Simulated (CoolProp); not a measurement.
Vapour-liquid equilibrium of fluoroethane (R161) (1) + R227EA (2) at 47.8 kPa; x and y are mole fractions of (1).

The numbers come from the multi-fluid Helmholtz-energy mixture model, Wu 2012 and Lemmon 2016; pair parameters Bell 2016 in CoolProp.

**Question.** Give the bubble temperature and the first vapour's composition at x = 0.65, 0.75, 0.95. Is there an azeotrope?

**Answer.** x = 0.65: 227.0 K, y = 0.876; x = 0.75: 224.8 K, y = 0.926; x = 0.95: 221.2 K, y = 0.989. No azeotrope shows between x = 0.05 and 0.95.

Pair parameters are fitted to limited data, so mixtures are less certain than the pure fluids.
